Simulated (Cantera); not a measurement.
Cantera run:

```python
import numpy as np
import cantera as ct

gas_names = [...]  # 95 gases of nasa_gas.yaml made of C, F, H
cond_names = """
    C(gr) C6H6(L) C7H8(L) C8H18(L),n-octa
""".split()


# ... load() reads the species with a 1 bar reference pressure and builds the phases ...
atoms = {
    'CH3F': {'C': 1, 'H': 3, 'F': 1},
    'F2': {'F': 2},
    'H2': {'H': 2},
}
top_T = {'C(gr)': 4500}  # K; cautious upper limits of use, not melting points


# ... equilibrate(T, P, feed) seeds the gas with the atoms and calls Mixture.equilibrate('TP', solver="vcs", rtol=1e-11, max_steps=5000) ...
results = []
feed = {'CH3F': 1, 'F2': 0.2, 'H2': 1.8}  # mol
T = 2800  # K
P = 3100  # Pa
mix = equilibrate(T, P, feed)
results.append((T, P, feed, dict(zip(mix.species_names, mix.species_moles))))
x = sorted(zip(gas.X, gas.species_names), reverse=True)
print(f"T = {T:g} K  P = {P:g} Pa  gas = {mix.phase_moles(0):.4g} mol")
print("   x: " + "  ".join(f"{s} {v:.3e}" for v, s in x if v > 0.0001))
print("   condensed (mol): " + ("  ".join(f"{mix.phase(i).name} {mix.phase_moles(i):.4g}"
      for i in range(1, mix.n_phases) if mix.phase_moles(i) > 1e-12) or "none"))
```

Output:

```
T = 2800 K  P = 3100 Pa  gas = 4.697 mol
   x: H2 3.942e-01  HF 2.971e-01  H 2.918e-01  C2H2,acetylene 1.315e-02  C2H 1.228e-03  C3 1.019e-03  F 9.232e-04  C 2.126e-04  C4H2 1.826e-04
   condensed (mol): C(gr) 0.8441
```

Cantera equilibrium calculation (NASA polynomials, part measured and part estimated; ideal gas, pure solids and liquids).
